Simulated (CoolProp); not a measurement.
Vapour pressure (MPa) of acetone: the reference equation beside estimates from Tc = 508.1 K, pc = 4.692 MPa, ω = 0.307. Clausius-Clapeyron is anchored at 321.4 K with a constant enthalpy of vaporisation of 29.62 kJ/mol.

Model: reference Helmholtz-energy equation of state, Lemmon 2006, in CoolProp. It is a short technical equation, of lower accuracy than the large ones.

```tsv
T (K)	reference	Lee-Kesler	Clausius-Clapeyron
286.2	0.01789	0.01665	0.01969
293.3	0.02483	0.02334	0.02661
300.3	0.03369	0.03197	0.03532
307.3	0.04497	0.04304	0.04628
314.4	0.05935	0.05728	0.06013
321.4	0.07695	0.07482	0.07695
328.5	0.09884	0.09675	0.09778
335.5	0.1250	0.1231	0.1226
342.5	0.1563	0.1548	0.1523
349.6	0.1941	0.1931	0.1881
356.6	0.2380	0.2377	0.2298
```

Absolute difference from the reference over all 11 rows, mean and median: Lee-Kesler 3.1 and 2.8 %, Clausius-Clapeyron 3.5 and 2.9 %.
